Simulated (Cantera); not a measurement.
**Catalytic stagnation flow on Pt**

A jet of 1.26 % CH₄, 15.8 % O₂, 83.0 % N₂, equivalence ratio 0.16 at 300 K and 0.300 bar hits a platinum plate 6.4 cm away at a mass flux of 0.2 kg/m²/s; the plate temperature is set and raised in steps from an oxygen-covered start.

Detailed kinetics in Cantera: Deutschmann's 1995 Pt surface mechanism with GRI-Mech 3.0 gas chemistry. Catalytic surfaces can have several steady states; this one follows from the mechanism file's or the stated starting coverage.

```tsv
plate T (K)	wall x CH₄	wall x O₂	wall x H₂O	wall x OH	wall x CO	wall x CO₂	θ free Pt	θ O*	θ OH*
850	0.0109	0.154	0.00325	<1e-8	2.36e-6	0.00213	0.0859	0.913	0.000730
900	0.00891	0.150	0.00689	1.22e-8	2.75e-6	0.00451	0.132	0.867	0.00102
950	0.00670	0.145	0.0110	4.08e-8	2.84e-6	0.00720	0.185	0.814	0.00121
1000	0.00484	0.141	0.0144	1.14e-7	2.73e-6	0.00946	0.243	0.755	0.00127
1050	0.00349	0.138	0.0168	2.78e-7	2.58e-6	0.0111	0.304	0.695	0.00125
1100	0.00258	0.136	0.0185	6.15e-7	2.46e-6	0.0121	0.365	0.634	0.00117
1150	0.00188	0.135	0.0195	1.28e-6	2.87e-6	0.0128	0.425	0.574	0.00108
1200	0.00138	0.134	0.0204	2.44e-6	3.46e-6	0.0133	0.484	0.515	0.000977
```
x: mole fraction at the wall; θ: surface coverage.
